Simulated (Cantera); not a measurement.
**Silicon oxide and oxynitride deposition: Si2H6 + O2 + N2**

Input: 1 mol Si2H6, 0.43 mol O2, 68 mol N2, held at 5.30 Pa.

Cantera equilibrium calculation (NASA polynomials, part measured and part estimated; ideal gas, pure solids and liquids). Candidate condensed phases: H2O, Si, SiO2, Si2N2O, Si3N4; 35 gas species. The feed counts by its element totals alone. N2 is the only nitrogen source here; it is nearly inert below about 1500 K, so the nitride shown seldom forms there in practice. Mutual solubility and eutectic melting of coexisting phases are not modelled. The tables' values for SiN are old estimates; treat these amounts as uncertain. Rates play no part.

| T (K) | x N2 | x H2 | x Si | x SiO | x H | x Si2N | x SiN | n Si2N2O(s) | n Si3N4(s) | n Si(s) |
|---|---|---|---|---|---|---|---|---|---|---|
| 673 | 0.957 | 0.0429 | <1e-12 | <1e-12 | <1e-12 | <1e-12 | <1e-12 | 0.860 | 0.0933 | 0 |
| 773 | 0.957 | 0.0429 | <1e-12 | <1e-12 | 2.58e-11 | <1e-12 | <1e-12 | 0.860 | 0.0933 | 0 |
| 873 | 0.957 | 0.0429 | <1e-12 | <1e-12 | 1.33e-9 | <1e-12 | <1e-12 | 0.860 | 0.0933 | 0 |
| 973 | 0.957 | 0.0429 | <1e-12 | <1e-12 | 3.08e-8 | <1e-12 | <1e-12 | 0.860 | 0.0933 | 0 |
| 1073 | 0.957 | 0.0429 | <1e-12 | 1.38e-10 | 3.98e-7 | <1e-12 | <1e-12 | 0.860 | 0.0933 | 0 |
| 1173 | 0.957 | 0.0429 | 3.59e-11 | 3.67e-8 | 3.35e-6 | <1e-12 | 1.95e-12 | 0.860 | 0.0933 | 0 |
| 1273 | 0.957 | 0.0429 | 9.61e-9 | 4.01e-6 | 2.03e-5 | 8.39e-12 | 2.75e-10 | 0.860 | 0.0934 | 0 |
| 1373 | 0.957 | 0.0428 | 1.13e-6 | 0.000218 | 9.47e-5 | 3.65e-9 | 1.87e-8 | 0.845 | 0.0984 | 0 |
| 1473 | 0.950 | 0.0423 | 6.91e-5 | 0.00685 | 0.000357 | 6.90e-7 | 7.09e-7 | 0.376 | 0.253 | 0 |
| 1573 | 0.945 | 0.0411 | 0.00104 | 0.0119 | 0.00113 | 1.14e-5 | 7.01e-6 | 0 | 0 | 1.06 |
| 1673 | 0.937 | 0.0398 | 0.00788 | 0.0119 | 0.00312 | 6.63e-5 | 3.68e-5 | 0 | 0 | 0.548 |
| 1773 | 0.928 | 0.0372 | 0.0153 | 0.0117 | 0.00753 | 3.27e-5 | 5.17e-5 | 0 | 0 | 0 |
x: gas mole fraction; n: condensed amount in mol.

From 673 K to 1473 K the condensed part is Si2N2O(s) + Si3N4(s). From 1573 K to 1673 K the condensed part is Si(s). At 1773 K nothing is condensed.
